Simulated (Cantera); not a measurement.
A closed system holds: 1 mol SiCl4, 50 mol N2, 10 mol H2, 21 mol NH3, equilibrated at 5.20 mbar.

Cantera equilibrium calculation (NASA polynomials, part measured and part estimated; ideal gas, pure solids and liquids). Candidate condensed phases: NH4Cl, Si, Si3N4; 28 gas species. Equilibrium is a limit: real reactors are often held back by kinetics, nucleation or transport.

Over these rows the condensed part is Si3N4(s). Partial pressures as log10 of bar:

```
T (K)  1000/T (1/K)  log p SiCl2  log p N2  log p H2  log p HCl
-----  ------------  -----------  --------  --------  ---------
975          1.0256       -10.33     -2.52     -2.70      -3.70
1125         0.8889            ?     -2.52     -2.70      -3.70
1275         0.7843        -6.99     -2.52     -2.70      -3.70
1425         0.7018        -5.88     -2.52     -2.70      -3.70
1575         0.6349        -5.04     -2.52     -2.70      -3.74
1725         0.5797        -4.53     -2.52     -2.70      -3.85
```

Fit log p(SiCl2) = a + b·(1000/T) to the five rows, give the apparent enthalpy, and predict the row at 1125 K.

Means: 1000/T = 0.7453, log p = -6.554. Sxy = -1.607056, Sxx = 0.1215929, so b = -13.22 and a = -6.554 − (-13.22)×0.7453 = 3.30.
Apparent enthalpy: −19.145 × (-13.22) = 253 kJ/mol. With the condensed phases at unit activity, 1/3 Si3N4(s) + 2 HCl(g) = SiCl2(g) + 2/3 N2(g) + H2(g) links this pressure to the main gases: over the six rows their terms move log p by -0.30 in all, so the slope isn't that reaction's ΔH° alone. The five rows lie within 0.17 of the line; that is curvature, so one enthalpy describes this range poorly.
Prediction at 1125 K: 3.30 + (-13.22)×0.8889 = -8.45. The computed value is -8.43, 0.02 from the line.
